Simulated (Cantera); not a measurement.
What does this Cantera script print?

```python
import numpy as np
import cantera as ct

gas_names = [...]  # 151 gases of nasa_gas.yaml made of C, H, N, O, Si
cond_names = """
    C(gr) C6H6(L) C7H8(L) C8H18(L),n-octa H2O(s) H2O(L) Si(cr) Si(L) SiC(b) SiO2(Lqz) SiO2(hqz) SiO2(L)
    Si2N2O(s) Si3N4(a)
""".split()


# ... load() reads the species with a 1 bar reference pressure and builds the phases ...
atoms = {
    'HMDSO': {'Si': 2, 'C': 6, 'H': 18, 'O': 1},
    'H2O': {'H': 2, 'O': 1},
    'N2': {'N': 2},
}
top_T = {'C(gr)': 4500, 'SiC(b)': 3050, 'Si2N2O(s)': 2100, 'Si3N4(a)': 2400}  # K; cautious upper limits of use, not melting points


# ... equilibrate(T, P, feed) seeds the gas with the atoms and calls Mixture.equilibrate('TP', solver="vcs", rtol=1e-11, max_steps=5000) ...
results = []
feed = {'HMDSO': 1, 'H2O': 15, 'N2': 10}  # mol
P = 10000  # Pa
for T in [598, 648, 698, 748, 798, 848, 898, 948, 998, 1048, 1098, 1148, 1198]:
    mix = equilibrate(T, P, feed)
    results.append((T, P, feed, dict(zip(mix.species_names, mix.species_moles))))

top = {s: max(r[3][s] / sum(r[3][g] for g in gas_names) for r in results) for s in gas_names}
cols = sorted((s for s in top if top[s] > 1e-06), key=lambda s: -top[s])[:7]
seen = [c for c in cond_names if any(r[3].get(c, 0) > 1e-12 for r in results)]
print("log10 of partial pressures in bar; condensed amounts in mol")
print(f"{'T/K':>10s}" + "".join(f"{s[:9]:>10s}" for s in cols + seen))
for T, P, feed, n in results:
    ng = sum(n[g] for g in gas_names)
    print(f"{T:10.4g}" + "".join(f"{np.log10(max(n[s] / ng * P / 1e5, 1e-99)):10.3f}" for s in cols)
          + "".join(f"{n.get(c, 0):10.4g}" for c in seen))
```

Output:

```
log10 of partial pressures in bar; condensed amounts in mol
       T/K        H2        N2       H2O       CH4        CO       CO2       NH3 SiO2(Lqz) SiO2(hqz)
       598    -1.814    -1.482    -1.496    -1.798    -4.201    -2.421    -4.827         2         0
       648    -1.624    -1.503    -1.586    -1.892    -3.484    -2.244    -4.902         2         0
       698    -1.483    -1.528    -1.705    -2.035    -2.898    -2.138    -5.006         2         0
       748    -1.385    -1.557    -1.841    -2.263    -2.453    -2.116    -5.138         2         0
       798    -1.326    -1.584    -1.956    -2.662    -2.173    -2.170    -5.297         2         0
       848    -1.305    -1.598    -1.998    -3.287    -2.046    -2.249    -5.480         0         2
       898    -1.304    -1.601    -1.988    -4.012    -1.996    -2.314    -5.667         0         2
       948    -1.308    -1.602    -1.968    -4.705    -1.969    -2.371    -5.840         0         2
       998    -1.312    -1.602    -1.949    -5.336    -1.949    -2.425    -5.998         0         2
      1048    -1.316    -1.602    -1.933    -5.909    -1.933    -2.476    -6.142         0         2
      1098    -1.319    -1.602    -1.920    -6.431    -1.920    -2.525    -6.272         0         2
      1148    -1.322    -1.602    -1.910    -6.906    -1.910    -2.570    -6.392         0         2
      1198    -1.324    -1.602    -1.901    -7.343    -1.901    -2.613    -6.501         0         2
```

Cantera equilibrium calculation (NASA polynomials, part measured and part estimated; ideal gas, pure solids and liquids). The feed counts by its element totals alone. The tables hold silica as quartz up to 1696 K and as liquid above; real silica turns to tridymite and cristobalite and melts near 1996 K.
